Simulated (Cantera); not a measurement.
Charge: 1 mol SiCl4, 5.7 mol NH3, equilibrated at 1650 K and 5200 Pa.

Equilibrium computed with Cantera from the NASA thermochemical tables; the gas is ideal and each condensed phase is pure. Candidate condensed phases: NH4Cl, Si, Si3N4; 28 gas species. The tables' values for SiCl3, SiCl are old estimates; treat these amounts as uncertain. The numbers say what is thermodynamically allowed, not how fast it happens.

Base state: H2 0.549, HCl 0.204, N2 0.198, SiCl2 0.0446, SiCl3 0.00292, SiCl4 0.000418, H 0.000295, SiHCl3 0.000189 (mole fractions); condensed: Si3N4(s).

Question: What changes in the equilibrium state with this change: temperature from 1650 K to 1548.15 K?

Answer: 
```tsv
species	before	after
H2	0.549	0.536
HCl	0.204	0.252
N2	0.198	0.186
SiCl2	0.0446	0.0210
SiCl	1.22e-5	1.26e-6
H	0.000295	9.90e-5
SiCl4	0.000418	0.00124
Cl	8.62e-5	3.73e-5
SiHCl3	0.000189	0.000322
Si3N4(s), mol	0.123	0.223
```
The tables' values for SiCl3 are old estimates; treat these amounts as uncertain.

Question: What changes in the equilibrium state with this change: SiCl4 replaced by SiH2Cl2?

Answer: 
```
species          before     after
-------------  --------  --------
H2                0.549     0.680
N2                0.198     0.180
HCl               0.204     0.125
SiCl2            0.0446    0.0144
SiCl4          0.000418   4.06e-5
SiCl3           0.00292  0.000515
SiHCl3         0.000189   3.71e-5
SiH2Cl2         1.45e-5   5.79e-6
Cl              8.62e-5   4.73e-5
Si3N4(s), mol     0.123     0.269
```
The tables' values for SiCl3 are old estimates; treat these amounts as uncertain.
